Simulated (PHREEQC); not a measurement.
**Metal-bearing waste water: speciation**

A solution holds 0.0038 mol/kgw FeSO4, 1e-05 mol/kgw CuCl2, 4.6e-06 mol/kgw HCl and 0.00044 mol/kgw Na2SO4, at 25 °C. Closed to the air; pH follows from the charge balance.

Equilibrium calculation in PHREEQC: ion-association model, wateq4f.dat.

The pH comes out as 5.45 and the ionic strength comes out as 0.0135 mol/kgw.

```json
[
 {"species": "SO4-2", "molality": "0.00347", "activity": "0.00219", "log γ": "-0.200"},
 {"species": "Fe+2", "molality": "0.00304", "activity": "0.00195", "log γ": "-0.193"},
 {"species": "Na+", "molality": "0.000870", "activity": "0.000775", "log γ": "-0.050"},
 {"species": "FeSO4", "molality": "0.000758", "activity": "0.000760", "log γ": "0.001"},
 {"species": "Cl-", "molality": "2.45e-5", "activity": "2.18e-5", "log γ": "-0.052"},
 {"species": "NaSO4-", "molality": "9.53e-6", "activity": "8.51e-6", "log γ": "-0.049"},
 {"species": "Cu+2", "molality": "7.76e-6", "activity": "4.97e-6", "log γ": "-0.193"},
 {"species": "H+", "molality": "3.95e-6", "activity": "3.57e-6", "log γ": "-0.044"},
 {"species": "CuSO4", "molality": "2.22e-6", "activity": "2.23e-6", "log γ": "0.001"},
 {"species": "HSO4-", "molality": "8.55e-7", "activity": "7.61e-7", "log γ": "-0.051"},
 {"species": "FeOH+", "molality": "1.94e-7", "activity": "1.73e-7", "log γ": "-0.050"},
 {"species": "FeCl+", "molality": "6.57e-8", "activity": "5.86e-8", "log γ": "-0.050"},
 {"species": "FeHSO4+", "molality": "2.01e-8", "activity": "1.79e-8", "log γ": "-0.051"},
 {"species": "CuOH+", "molality": "1.57e-8", "activity": "1.39e-8", "log γ": "-0.051"}
]
```

No solid was allowed to form. Species that the database lacks are ignored.
